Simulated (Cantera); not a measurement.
Standard-state values (1 bar) from the NASA 1993 polynomials, evaluated with Cantera. Values are per mole of reaction as written; species without (g) are pure solids or liquids, kept so even where they would boil at 1 bar.

Question: Between 350 and 1050 K, where is each reaction favourable under standard conditions?
- PbS(g) → Pb + S

Answer: 
- PbS(g) → Pb + S: ΔG° is -78 kJ at 350 K and 9 kJ at 1050 K; it changes sign between 950 and 1050 K. ΔH° is -106 kJ and ΔS° -110 J/K at 1050 K.
